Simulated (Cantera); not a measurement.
Predominance diagram of Li at 1700 K against the partial pressures of O2 and Cl2 (log10, bar). Cantera with NASA thermochemical tables; ideal gases at 1 bar, condensed phases pure. Candidates: Li(l), LiCl(l), Li2O(s). Only these pure phases compete in this equilibrium. Not in the tables: the peroxide.

Problem. Which phase is stable at these pairs, and which metal-bearing vapour leads over it? (-14.5, -15.8); (-2.9, -18.4); (-2.9, -5.2); (-1.5, 0); (-10.2, -2.6); (0, -7.9); (-8, 0)

Solution. 
| log p(O2) | log p(Cl2) | phase | chief vapour | log p (bar) |
|---|---|---|---|---|
| -14.5 | -15.8 | Li2O(s) | LiCl | -1.0 |
| -2.9 | -18.4 | Li2O(s) | Li2O | -4.0 |
| -2.9 | -5.2 | LiCl(l) | LiCl | 0.0 |
| -1.5 | 0 | LiCl(l) | LiCl | 0.0 |
| -10.2 | -2.6 | LiCl(l) | LiCl | 0.0 |
| 0 | -7.9 | Li2O(s) | LiCl | -0.6 |
| -8 | 0 | LiCl(l) | LiCl | 0.0 |
